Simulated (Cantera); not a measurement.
An adiabatic, constant-volume homogeneous reactor starts with 25.7 % CO, 6.68 % H2, 0.899 % CH4, 5.39 % O2, 61.4 % N2, equivalence ratio 3.3, at 1250 K and 4.93 atm.

Cantera simulation using GRI-Mech 3.0 (53 species, 325 reactions); the numbers are that mechanism's predictions, not measurements.

Q: Predict: time of steepest temperature rise; temperature at 6.00 s; equilibrium temperature; x(CO) at 6.00 s; x(H2) at 6.00 s.

A: 
- time of steepest temperature rise: 61.3 µs
- temperature at 6.00 s: 2184 K
- equilibrium temperature: 2184 K
- x(CO) at 6.00 s: 0.222 (gas-phase equilibrium 0.222)
- x(H2) at 6.00 s: 0.0388 (gas-phase equilibrium 0.0388)
